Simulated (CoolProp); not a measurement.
Vapour-liquid equilibrium of acetone (1) + p-xylene (2) at 0.226 MPa; x and y are mole fractions of (1).

Values from CoolProp's multi-fluid Helmholtz-energy mixture model, Lemmon 2006 and Zhou 2012; pair parameters Bell 2016.

| x | bubble temperature (°C) | y at the bubble point | dew temperature at overall composition x (°C) | liquid density (mol/L) |
|---|---|---|---|---|
| 0.05 | 153.2 | 0.354 | 168.9 | 7.075 |
| 0.15 | 130.2 | 0.668 | 164.2 | 7.584 |
| 0.25 | 116.9 | 0.791 | 159.1 | 8.037 |
| 0.35 | 108.4 | 0.853 | 153.5 | 8.483 |
| 0.45 | 102.2 | 0.891 | 147.2 | 8.943 |
| 0.55 | 97.5 | 0.918 | 140.1 | 9.435 |
| 0.65 | 93.5 | 0.940 | 131.9 | 9.970 |
| 0.75 | 89.9 | 0.958 | 121.8 | 10.56 |
| 0.85 | 86.5 | 0.975 | 108.9 | 11.22 |
| 0.95 | 83.2 | 0.992 | 91.5 | 11.95 |

No azeotrope shows between x = 0.05 and 0.95.

Pair parameters are fitted to limited data, so mixtures are less certain than the pure fluids.
